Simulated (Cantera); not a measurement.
Charge: 1 mol PbO, 1.3 mol CH₄, 0.47 mol CO, equilibrated at 1498.15 K.

Equilibrium computed with Cantera from the NASA thermochemical tables; the gas is ideal and each condensed phase is pure. Candidate condensed phases: C, C₆H₆, C₇H₈, C₈H₁₈, H₂O, Pb, PbO, PbO₂, Pb₃O₄; 113 gas species. Rates play no part.

x: gas mole fraction; n: condensed amount in mol.

```csv
P (Pa),x H₂,x CO,x Pb,x CH₄,x H₂O,x H,x CO₂,n C(graphite),n Pb(l)
10,0.512,0.290,0.197,6.79e-8,[?],0.00123,5.66e-9,0.300,0
36,0.512,0.290,0.197,2.45e-7,[?],0.000649,2.04e-8,0.300,0
130,0.513,0.290,0.197,8.86e-7,[?],0.000342,7.37e-8,0.300,0
460,0.513,0.290,0.197,3.14e-6,[?],0.000182,2.61e-7,0.300,0
1700,0.513,0.290,0.197,1.16e-5,[?],9.45e-5,9.64e-7,0.300,0
6000,0.513,0.290,0.197,4.09e-5,[?],5.03e-5,3.40e-6,0.300,0
22000,0.568,0.322,0.110,0.000184,[?],2.77e-5,1.53e-5,0.299,0.499
77000,0.618,0.350,0.0313,0.000762,[?],1.54e-5,6.36e-5,0.298,0.868
280000,0.629,0.358,0.00861,0.00287,[?],8.16e-6,0.000242,0.294,0.965
1000000,0.623,0.360,0.00241,0.0101,[?],4.30e-6,0.000874,0.279,0.990
```

**Question.** Fill in the missing entries.

**Answer.** 
- 10, x H₂O: 2.58e-8
- 36, x H₂O: 9.30e-8
- 130, x H₂O: 3.36e-7
- 460, x H₂O: 1.19e-6
- 1700, x H₂O: 4.40e-6
- 6000, x H₂O: 1.55e-5
- 22000, x H₂O: 7.00e-5
- 77000, x H₂O: 0.000290
- 280000, x H₂O: 0.00110
- 1000000, x H₂O: 0.00390
